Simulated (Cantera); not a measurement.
**Silicon carbide growth: CH3SiH3 + C2H2 + H2**

Charge: 1 mol CH3SiH3, 0.41 mol C2H2, 1300 mol H2, held at 1548 K and 0.0110 bar.

Cantera equilibrium calculation (NASA polynomials, part measured and part estimated; ideal gas, pure solids and liquids). Candidate condensed phases: C, C6H6, C7H8, C8H18, Si, SiC; 87 gas species. The feed counts by its element totals alone. The numbers say what is thermodynamically allowed, not how fast it happens.

```
Quantity                              Value
--------------------------------  ---------
x(H2)                                 1.000
x(H)                               0.000294
x(CH4)                              2.26e-5
x(C2H2 (acetylene))                 1.57e-5
n(C(graphite))                    0.750 mol
n(SiC(s))                         1.000 mol
gas amount                         1304 mol
log10 activity of Si(s) (absent)      -2.06
```
